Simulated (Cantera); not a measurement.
# Gas-phase reforming

An isothermal, constant-pressure homogeneous reactor starts with 47.6 % CH₄, 52.4 % H₂O, at 2148 K and 20300 Torr.

Cantera simulation using GRI-Mech 3.0 (53 species, 325 reactions); the numbers are that mechanism's predictions, not measurements. The pressure lies above the range GRI-Mech 3.0 was tuned for (to about 10 atm).

```csv
t (s),x CH₄,x H₂O,x H₂,x H,x C₂H₄,x OH
0.000100,0.0404,0.300,0.494,0.000576,0.00482,4.46e-5
0.000255,0.0324,0.240,0.546,0.000605,0.00411,3.40e-5
0.000652,0.0267,0.168,0.604,0.000632,0.00294,2.26e-5
0.00166,0.0197,0.104,0.657,0.000657,0.00166,1.34e-5
0.00425,0.0126,0.0601,0.695,0.000674,0.000701,7.48e-6
0.0108,0.00643,0.0357,0.718,0.000685,0.000187,4.37e-6
0.0277,0.00192,0.0254,0.729,0.000690,1.69e-5,3.09e-6
0.0706,0.000140,0.0230,0.732,0.000691,9.31e-8,2.80e-6
0.180,5.40e-5,0.0229,0.733,0.000692,1.41e-8,2.78e-6
0.460,5.40e-5,0.0229,0.733,0.000692,1.41e-8,2.78e-6
1.18,5.40e-5,0.0229,0.733,0.000692,1.41e-8,2.78e-6
3.00,5.40e-5,0.0229,0.733,0.000692,1.41e-8,2.78e-6
```
x: mole fraction; the columns are a selection and need not sum to one.

Equilibrium at this temperature and pressure: CH₄ 5.96e-5, H₂O 0.0230, H₂ 0.733, H 0.000692, C₂H₄ 1.69e-8, OH 2.79e-6 (gas phase only).
